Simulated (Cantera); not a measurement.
What does this Cantera script print?

```python
import numpy as np
import cantera as ct

surf = ct.Interface("ptcombust.yaml", "Pt_surf")
gas = surf.adjacent["gas"]
gas.TPX = 825, 270000, {'CO': 0.0028, 'O2': 0.15, 'N2': 0.79}
surf.TP = 825, 270000
reactor = ct.FlowReactor(gas, clone=False)
reactor.area = 0.0001  # m2
reactor.surface_area_to_volume_ratio = 270  # 1/m
reactor.mass_flow_rate = 0.2 * reactor.area * gas.density  # inlet velocity 0.2 m/s
reactor.energy_enabled = False
wall = ct.ReactorSurface(surf, reactor, clone=False)
net = ct.ReactorNet([reactor])
net.rtol, net.atol = 1e-8, 1e-16
show, cover = ['CO', 'O2', 'H2O', 'CO2'], ['PT(S)', 'H(S)', 'O(S)', 'OH(S)', 'CO(S)', 'C(S)']

rows = []
print(f"{'z/m':>9s}{'u/(m/s)':>9s}" + "".join(f"{s:>13s}" for s in show + cover))
for z in [0.0001, 0.00018, 0.00032, 0.00058, 0.001, 0.0018, 0.0032, 0.0058, 0.01]:
    net.advance(z)
    rows.append([reactor.speed, *gas[show].X, *surf[cover].coverages])
    print(f"{z:9.4g}{rows[-1][0]:9.3g}" + "".join(f"{x:13.4e}" for x in rows[-1][1:]))
```

Output:

```
      z/m  u/(m/s)           CO           O2          H2O          CO2        PT(S)         H(S)         O(S)        OH(S)        CO(S)         C(S)
   0.0001      0.2   2.8392e-03   1.5905e-01  -7.3207e-30   1.3087e-04   3.1973e-02  -1.0240e-25   9.6740e-01  -2.2043e-20   6.2682e-04   1.1872e-16
  0.00018      0.2   2.7404e-03   1.5900e-01  -6.9964e-30   2.2985e-04   3.1755e-02  -6.6197e-25   9.6765e-01  -1.6724e-19   5.9664e-04   1.1220e-16
  0.00032      0.2   2.5784e-03   1.5894e-01  -3.4378e-30   3.9202e-04   3.1408e-02   1.7943e-26   9.6804e-01   3.7581e-21   5.4896e-04   1.0207e-16
  0.00058      0.2   2.3100e-03   1.5882e-01  -3.7905e-29   6.6081e-04   3.0859e-02   5.0643e-25   9.6867e-01   2.1157e-19   4.7447e-04   8.6619e-17
    0.001      0.2   1.9479e-03   1.5867e-01   7.2708e-29   1.0235e-03   3.0163e-02   4.1007e-25   9.6945e-01   9.7180e-20   3.8198e-04   6.8107e-17
   0.0018      0.2   1.4320e-03   1.5845e-01  -1.4930e-29   1.5402e-03   2.9254e-02   3.9149e-24   9.7048e-01   1.7085e-18   2.6386e-04   4.5581e-17
   0.0032      0.2   8.6354e-04   1.5821e-01  -9.5612e-29   2.1095e-03   2.8347e-02  -1.2040e-24   9.7150e-01  -1.5209e-18   1.4925e-04   2.4956e-17
   0.0058      0.2   3.5602e-04   1.5800e-01   2.4531e-29   2.6177e-03   2.7608e-02   5.5485e-22   9.7233e-01   1.7892e-16   5.8320e-05   9.4893e-18
     0.01      0.2   8.9765e-05   1.5789e-01   4.2306e-28   2.8844e-03   2.7244e-02   1.6947e-24   9.7274e-01   1.2431e-18   1.4313e-05   2.2973e-18
```

Cantera simulation using Deutschmann's 1995 Pt surface mechanism with GRI-Mech 3.0 gas chemistry; the numbers are that mechanism's predictions, not measurements. Catalytic surfaces can have several steady states; this one follows from the mechanism file's or the stated starting coverage. Mass transfer to the wall is taken as infinitely fast.
